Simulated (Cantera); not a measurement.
Input (Python, Cantera) and output of one run.

```python
import numpy as np
import cantera as ct

gas_names = """
    Hg N NO NO2 NO3 N2 N2O O O2 O3
""".split()
cond_names = """
    Hg(cr) Hg(L) HgO(s)
""".split()


# ... load() reads the species with a 1 bar reference pressure and builds the phases ...
atoms = {
    'Hg': {'Hg': 1},
    'O2': {'O': 2},
    'N2': {'N': 2},
}
top_T = {}  # K; cautious upper limits of use, not melting points


# ... equilibrate(T, P, feed) seeds the gas with the atoms and calls Mixture.equilibrate('TP', solver="vcs", rtol=1e-11, max_steps=5000) ...
results = []
feed = {'Hg': 1, 'O2': 0.035, 'N2': 8.7}  # mol
T = 973.15  # K
P = 1000  # Pa
mix = equilibrate(T, P, feed)
results.append((T, P, feed, dict(zip(mix.species_names, mix.species_moles))))
print(gas.report(threshold=0.0001))
for i in range(1, mix.n_phases):
    print(f"{mix.phase(i).name:16s} {mix.phase_moles(i):12.5e} mol")
```

Result:

```
       temperature   973.15 K
          pressure   1000 Pa
           density   0.005655 kg/m^3
  mean mol. weight   45.756 kg/kmol
   phase of matter   gas

                          1 kg             1 kmol
                     ---------------   ---------------
          enthalpy        5.7314e+05        2.6225e+07  J
   internal energy        3.9631e+05        1.8133e+07  J
           entropy            5807.6        2.6573e+05  J/K
    Gibbs function       -5.0785e+06       -2.3237e+08  J
 heat capacity c_p             685.2             31352  J/K
 heat capacity c_v            503.48             23037  J/K

                      mass frac. Y      mole frac. X     chem. pot. / RT
                     ---------------   ---------------   ---------------
                Hg           0.45033           0.10272           -21.562
                N2           0.54716           0.89368           -29.509
                O2         0.0025131         0.0035937           -36.726
     [   +7 minor]        2.1129e-06        3.2205e-06

Hg(L)             0.00000e+00 mol
HgO(s)            0.00000e+00 mol
```

These are equilibrium values from Cantera (NASA tables, ideal gas, pure condensed phases), not measurements of a reactor.
